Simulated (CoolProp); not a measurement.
R142b at 298.15 K and 18.3 MPa is throttled through a valve to 8.87 MPa with no heat exchange. Each further row changes one setting.

The numbers come from the reference Helmholtz-energy equation of state, Lemmon 2006 in CoolProp. It is a short technical equation, of lower accuracy than the large ones.

```csv
case,temperature change (K),final density (kg/m³)
as stated,+2.9,1130
outlet pressure 2.66 MPa,+4.5,1110
outlet pressure 11.5 MPa,+2.2,1140
```
